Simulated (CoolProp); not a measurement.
Vapour-liquid equilibrium of acetone (1) + benzene (2) at 103.35 °C; x and y are mole fractions of (1).

The numbers come from the multi-fluid Helmholtz-energy mixture model, Lemmon 2006 and Thol 2012; pair parameters Bell 2016 in CoolProp.

| x | bubble pressure, mixture model (kPa) | bubble pressure, Raoult's law (kPa) | y, mixture model | y, Raoult's law |
|---|---|---|---|---|
| 0.05 | 213.6 | 207.5 | 0.118 | 0.098 |
| 0.15 | 242.8 | 228.3 | 0.294 | 0.266 |
| 0.25 | 268.3 | 249.2 | 0.423 | 0.407 |
| 0.35 | 290.9 | 270.0 | 0.526 | 0.526 |
| 0.45 | 311.5 | 290.8 | 0.614 | 0.627 |
| 0.55 | 330.6 | 311.7 | 0.692 | 0.715 |
| 0.65 | 348.5 | 332.5 | 0.764 | 0.793 |
| 0.75 | 365.6 | 353.3 | 0.833 | 0.861 |
| 0.85 | 381.9 | 374.2 | 0.900 | 0.921 |
| 0.95 | 397.7 | 395.0 | 0.966 | 0.975 |

The largest gap from Raoult's law is +7.7 % in bubble pressure, at x = 0.35. No azeotrope shows between x = 0.05 and 0.95.

The pair parameters rest on a limited set of measurements; away from them the model extrapolates.
